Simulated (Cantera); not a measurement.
**Gas-phase reforming**

An isothermal, constant-pressure homogeneous reactor starts with 18.9 % CH₄, 81.1 % CO₂, at 1725 K and 0.918 atm.

Cantera simulation using GRI-Mech 3.0 (53 species, 325 reactions); the numbers are that mechanism's predictions, not measurements.

| t (s) | x CH₄ | x CO₂ | x O₂ | x O | x C₂H₂ | x C₂H₄ |
|---|---|---|---|---|---|---|
| 3.00e-5 | 0.188 | 0.811 | <1e-12 | 1.63e-11 | 9.64e-9 | 2.90e-6 |
| 0.000104 | 0.187 | 0.811 | <1e-12 | 2.58e-11 | 1.44e-6 | 8.85e-5 |
| 0.000358 | 0.182 | 0.809 | 2.43e-12 | 8.70e-11 | 0.000131 | 0.00139 |
| 0.00124 | 0.157 | 0.790 | 2.87e-11 | 2.83e-10 | 0.00509 | 0.00710 |
| 0.00428 | 0.106 | 0.720 | 2.04e-10 | 3.45e-10 | 0.0289 | 0.00376 |
| 0.0148 | 0.0438 | 0.569 | 8.87e-10 | 5.15e-10 | 0.0541 | 0.00105 |
| 0.0510 | 0.00832 | 0.421 | 2.50e-9 | 1.06e-9 | 0.0511 | 0.000169 |
| 0.176 | 0.00503 | 0.327 | 2.11e-9 | 1.56e-9 | 0.0192 | 6.62e-5 |
| 0.609 | 0.00130 | 0.274 | 2.61e-9 | 2.72e-9 | 0.00144 | 5.47e-6 |
| 2.11 | 3.49e-7 | 0.268 | 3.10e-9 | 3.37e-9 | 5.12e-8 | 1.71e-10 |
| 7.27 | 6.01e-10 | 0.268 | 3.11e-9 | 3.38e-9 | <1e-12 | <1e-12 |
| 25.1 | 6.01e-10 | 0.268 | 3.11e-9 | 3.38e-9 | <1e-12 | <1e-12 |
| 86.8 | 6.01e-10 | 0.268 | 3.11e-9 | 3.38e-9 | <1e-12 | <1e-12 |
| 300 | 6.01e-10 | 0.268 | 3.11e-9 | 3.38e-9 | <1e-12 | <1e-12 |
x: mole fraction; the columns are a selection and need not sum to one.

Equilibrium at this temperature and pressure: CH₄ 6.38e-10, CO₂ 0.268, O₂ 3.11e-9, O 3.38e-9, C₂H₂ <1e-12, C₂H₄ <1e-12 (gas phase only).
